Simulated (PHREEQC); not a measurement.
Brine: an equilibrium model

A solution holds 2.7 mol NaOH, 0.0083 mol H3BO3 and 0.56 mol LiCl per kg of water, at 20 °C. Closed to the air; pH follows from the charge balance.

Equilibrium calculation in PHREEQC: Pitzer model, pitzer.dat.

```json
{
 "pH": "14.46",
 "ionic_strength": "3.26 mol/kgw",
 "activity_of_water": "0.884",
 "density": "1.114 g/cm³",
 "osmotic_coefficient": "1.052",
 "total_alkalinity": "2700 meq/kg"
}
```

```csv
species,molality,activity,log γ
Na+,2.70,2.23,-0.082
OH-,2.69,1.75,-0.186
Cl-,0.560,0.316,-0.248
Li+,0.560,0.315,-0.251
B(OH)4-,0.00830,0.00243,-0.533
B(OH)3,2.51e-8,1.64e-8,-0.183
```

No solid was allowed to form. Complexes and solids missing from the database can't appear. In brines, pH and single-ion activities rest on the MacInnes convention.
